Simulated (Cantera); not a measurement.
A closed system holds: 1 mol Si, a varied amount of CO, at 1675 K and 170 Pa.

Method: chemical equilibrium by Gibbs-energy minimisation in Cantera with the NASA 1993 tables (ideal gas, pure condensed phases). Candidate condensed phases: C, Si, SiC, SiO₂; 20 gas species. Mutual solubility and eutectic melting of coexisting phases are not modelled. Equilibrium is a limit: real reactors are often held back by kinetics, nucleation or transport.

Which condensed phases are stable at each of these points (n(CO) (mol)): 0.13, 0.22, 0.35, 0.56, 0.9, 1.5, 2.3, 3.8, 6.1?


```tsv
n(CO) (mol)	condensed phases	Si condensed (%)
0.13	Si(s) + SiC(s)	87.6
0.22	Si(s) + SiC(s)	79.0
0.35	Si(s) + SiC(s)	66.6
0.56	SiC(s)	50.0
0.9	SiC(s)	50.0
1.5	SiC(s)	50.0
2.3	SiC(s)	50.0
3.8	SiC(s)	50.0
6.1	SiC(s)	50.0
```

From 0.13 mol CO to 0.35 mol CO the condensed part is Si(s) + SiC(s). From 0.56 mol CO to 6.1 mol CO the condensed part is SiC(s).
